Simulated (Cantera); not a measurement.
Charge: 1 mol SiCl₄, 7.6 mol N₂, held at 1325 K and 0.0100 bar.

Equilibrium computed with Cantera from the NASA thermochemical tables; the gas is ideal and each condensed phase is pure. Candidate condensed phases: Si, Si₃N₄; 13 gas species. The tables' values for SiCl₃ are old estimates; treat these amounts as uncertain. The numbers say what is thermodynamically allowed, not how fast it happens.

Base state: N₂ 0.883, SiCl₄ 0.116, Cl 0.000572, SiCl₃ 0.000569, SiCl₂ 1.52e-5, Cl₂ 1.37e-5 (mole fractions); condensed: gas only.

Task: What changes in the equilibrium state with this change: SiCl₄ replaced by Si₃H₈?

Result: 
```
species          before    after
-------------  --------  -------
N₂                0.883    0.583
H₂                    0    0.417
H                     0  1.06e-5
SiCl₄             0.116        0
Cl             0.000572        0
SiCl₃          0.000569        0
SiCl₂           1.52e-5        0
Cl₂             1.37e-5        0
Si₃N₄(s), mol         0     1.00
```
The feed counts by its element totals alone. N₂ is the only nitrogen source here; it is nearly inert below about 1500 K, so the nitride shown seldom forms there in practice.
